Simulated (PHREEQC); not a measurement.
Make-up at 25 °C: 0.0074 mol/kgw HF, 0.00019 mol/kgw NH4HF2 and 5.8e-05 mol/kgw H3PO4. Closed to the air; pH follows from the charge balance.

Computed with PHREEQC (ion-association model, phreeqc.dat).

| Item | Value |
|---|---|
| pH | 2.72 |
| ionic strength | 0.00217 mol/kgw |
| specific conductance | 794 µS/cm |
| total alkalinity | -7.65 meq/kg |

```
species  molality  activity   log γ
-------  --------  --------  ------
HF        0.00561   0.00561   0.000
F-        0.00208   0.00198  -0.023
H+        0.00198   0.00189  -0.021
NH4+     0.000190  0.000180  -0.023
H2PO4-    4.59e-5   4.36e-5  -0.022
HF2-      4.48e-5   4.26e-5  -0.022
H3PO4     1.21e-5   1.21e-5   0.000
HPO4-2    1.76e-9   1.43e-9  -0.088
```

This is a speciation only: nothing precipitates in the calculation. Species that the database lacks are ignored.
